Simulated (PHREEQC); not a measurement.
Solution (20 °C): 0.24 mol H2SO4, 0.1 mol NaCl and 0.012 mol CuCl2 per kg of water. Closed to the air; pH follows from the charge balance.

All values are PHREEQC results (ion-association model, wateq4f.dat), not measurements.

```yaml
pH: 0.67
ionic_strength: 0.435 mol/kgw
activity_of_water: 0.987
total_alkalinity: -480 meq/kg
```

```tsv
species	molality	activity	log γ
H+	0.279	0.215	-0.113
HSO4-	0.201	0.136	-0.169
Cl-	0.123	0.0809	-0.183
Na+	0.0965	0.0689	-0.146
SO4-2	0.0330	0.00723	-0.659
Cu+2	0.00853	0.00224	-0.581
```

This is a speciation only: nothing precipitates in the calculation.
